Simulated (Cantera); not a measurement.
Predominance diagram of Mg at 750 K against the partial pressures of O2 and Br2 (log10, bar). Standard-state values (1 bar) from the NASA 1993 polynomials, evaluated with Cantera. Candidates: Mg(s), MgBr2(s), MgO(s). Only these pure phases compete in this equilibrium. Not in the tables: oxide halides.

Which phase is stable at these pairs, and which metal-bearing vapour leads over it? (-12.9, -27.1); (-3.4, -11.6); (-13.7, -3.9); (-15.4, -3.9); (-8.6, -3.9); (-16.3, -7.8); (-8.6, -23.2)


```csv
log p(O2),log p(Br2),phase,chief vapour,log p (bar)
-12.9,-27.1,MgO(s),MgBr2,-32.5
-3.4,-11.6,MgO(s),MgBr2,-21.7
-13.7,-3.9,MgO(s),MgBr2,-8.9
-15.4,-3.9,MgO(s),MgBr2,-8.0
-8.6,-3.9,MgO(s),MgBr2,-11.4
-16.3,-7.8,MgO(s),MgBr2,-11.5
-8.6,-23.2,MgO(s),MgBr2,-30.7
```
